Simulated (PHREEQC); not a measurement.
Make-up at 25 °C: 23 mmol/kgw CdSO4 and 39 mmol/kgw H2SO4. Closed to the air; pH follows from the charge balance.

All values are PHREEQC results (ion-association model, wateq4f.dat), not measurements.

No solid was allowed to form.

Q: Order these Cd species by the share of Cd that they hold, largest first: Cd(SO4)2-2, CdSO4, Cd+2.

A: Cd+2 (55 %), CdSO4 (38 %), Cd(SO4)2-2 (7.6 %)

Q: Order these S species by the share of S that they hold, largest first: Cd(SO4)2-2, SO4-2, CdSO4, HSO4-.

A: HSO4- (51 %), SO4-2 (29 %), CdSO4 (14 %), Cd(SO4)2-2 (5.7 %)

The pH is 1.42 and the ionic strength 0.104 mol/kgw.
